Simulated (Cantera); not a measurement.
borazine + H₂O (boron, boron nitride and boron oxide)

Input: 1 mol borazine, 0.2 mol H₂O.

Method: chemical equilibrium by Gibbs-energy minimisation in Cantera with the NASA 1993 tables (ideal gas, pure condensed phases). Candidate condensed phases: B, BN, B₂O₃, B₃O₃H₃, H₂O; 39 gas species. The feed counts by its element totals alone. Mutual solubility and eutectic melting of coexisting phases are not modelled. Gases not in the tables: H₃BO₃. Kinetics and transport are ignored.

### Question
Map the stable condensed phases over T = 625, 725, 825, 925, 1025, 1125, 1225, 1325, 1425, 1525 °C and P in Pa = 10, 25, 63, 160, 400, 1000, 2500, 6300, 16000, 40000, 100000.

### Answer
```
T in °C \ P in Pa
             10     25     63    160    400   1000   2500   6300  16000  40000 100000
   1525       A      B      B      B      B      B      B      B      B      B      C
   1425       B      B      B      B      B      B      B      B      C      C      C
   1325       B      B      B      B      B      B      C      C      C      C      C
   1225       B      B      B      B      C      C      C      C      C      C      C
   1125       B      C      C      C      C      C      C      C      C      C      C
   1025       C      C      C      C      C      C      C      C      C      C      C
    925       C      C      C      C      C      C      C      C      C      C      C
    825       C      C      C      C      C      C      C      C      C      C      C
    725       C      C      C      C      C      C      C      C      C      C      C
    625       C      C      C      C      C      C      C      C      C      C      C
```
A: B + BN; B: BN; C: BN + B₂O₃.
